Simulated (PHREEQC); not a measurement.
Acid rinse or clean (model solution)

Dissolve 71 mmol/kgw H2SO4 and 3.7 mmol/kgw NaCl at 25 °C. Closed to the air; pH follows from the charge balance.

All values are PHREEQC results (ion-association model, phreeqc.dat), not measurements.

Each row changes one thing in this solution. Precipitation was switched off in this run.

```csv
case,pH,ionic strength (mol/kgw),HSO4- (mol/kgw),SO4-2 (mol/kgw)
as made,1.14,0.108,0.0543,0.0166
H2SO4 from 0.071 to 0.0781 mol/kgw,1.11,0.117,0.0606,0.0174
temperature from 25 to 60 °C,1.18,0.0925,0.0621,0.00888
H2SO4 from 0.071 to 0.0639 mol/kgw,1.18,0.0990,0.0481,0.0157
NaCl left out,1.14,0.104,0.0545,0.0165
diluted 2-fold with water,1.40,0.0603,0.0240,0.0115
diluted 5-fold with water,1.74,0.0283,0.00750,0.00669
NaCl from 0.0037 to 0.0074 mol/kgw,1.14,0.112,0.0541,0.0167
```

At this temperature some constants are extrapolated from 25 °C, and those without enthalpy data are left unchanged.
